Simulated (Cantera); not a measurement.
Input: 1 mol CH3SiH3, 0.11 mol C2H4, 53 mol H2, held at 2100 K and 0.00890 bar.

Method: chemical equilibrium by Gibbs-energy minimisation in Cantera with the NASA 1993 tables (ideal gas, pure condensed phases). Candidate condensed phases: C, C6H6, C7H8, C8H18, Si, SiC; 87 gas species. The feed counts by its element totals alone. Gases not in the tables: Si2H6 and higher silanes. Rates play no part.

Base state: H2 0.965, H 0.0324, C2H2 (acetylene) 0.00139, Si 0.00117, SiC2 7.53e-5, SiH 5.88e-5, Si2C 4.78e-5, SiH2 1.37e-5 (mole fractions); condensed: C(graphite) + SiC(s).

Question: What changes in the equilibrium state with this change: pressure from 0.00890 bar to 0.0240 bar?

Answer: 
```
species            before     after
----------------  -------  --------
H2                  0.965     0.978
H                  0.0324    0.0199
C2H2 (acetylene)  0.00139   0.00141
Si                0.00117  0.000433
Si2C              4.78e-5   1.77e-5
SiC2              7.53e-5   2.79e-5
SiH               5.88e-5   3.60e-5
SiH2              1.37e-5   1.39e-5
C(graphite), mol    0.129    0.0854
SiC(s), mol         0.919     0.969
```

Question: What changes in the equilibrium state with this change: temperature from 2100 K to 2298 K?

Answer: 
```
species            before     after
----------------  -------  --------
H2                  0.965     0.885
H                  0.0324    0.0955
Si                0.00117    0.0126
Si2               1.19e-6   2.99e-5
SiC2              7.53e-5   0.00173
Si2C              4.78e-5  0.000879
C2H               1.21e-6   1.84e-5
SiH               5.88e-5  0.000414
C(graphite), mol    0.129     0.500
SiC(s), mol         0.919         0
```

Question: What changes in the equilibrium state with this change: CH3SiH3 replaced by SiH4?

Answer: 
```tsv
species	before	after
H2	0.965	0.954
H	0.0324	0.0323
Si	0.00117	0.0122
C2H2 (acetylene)	0.00139	1.27e-5
Si3	1.89e-8	2.14e-5
Si2	1.19e-6	0.000129
C(graphite), mol	0.129	0
SiC(s), mol	0.919	0.189
```
